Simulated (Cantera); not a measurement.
Thermodynamics of abatement and gas-phase synthesis, feed HBr + O2

Feed: 1 mol HBr, 0.35 mol O2, at 1 atm.

Equilibrium computed with Cantera from the NASA thermochemical tables; the gas is ideal and each condensed phase is pure. Candidate condensed phases: Br2, H2O; 12 gas species. Rates play no part.

From 2000 °C to 2700 °C nothing is condensed.

```
T (°C)   x Br  x H2O   x HBr    x O2     x OH      x O     x H2       x H     x Br2
------  -----  -----  ------  ------  -------  -------  -------  --------  --------
2000    0.483  0.247   0.148   0.100  0.00862  0.00133  0.00137  0.000309    0.0110
2100    0.492  0.245   0.141  0.0972   0.0122  0.00232  0.00242  0.000683   0.00724
2200    0.499  0.241   0.134  0.0941   0.0168  0.00386  0.00407   0.00141   0.00490
2300    0.504  0.236   0.127  0.0909   0.0224  0.00616  0.00653   0.00276   0.00339
2400    0.507  0.229   0.120  0.0876   0.0290  0.00946   0.0100   0.00509   0.00239
2500    0.508  0.219   0.113  0.0841   0.0365   0.0141   0.0147   0.00895   0.00172
2600    0.508  0.205   0.105  0.0805   0.0447   0.0203   0.0206    0.0150   0.00126
2700    0.505  0.188  0.0966  0.0768   0.0531   0.0284   0.0275    0.0239  0.000931
```
x: gas mole fraction; nothing condenses.
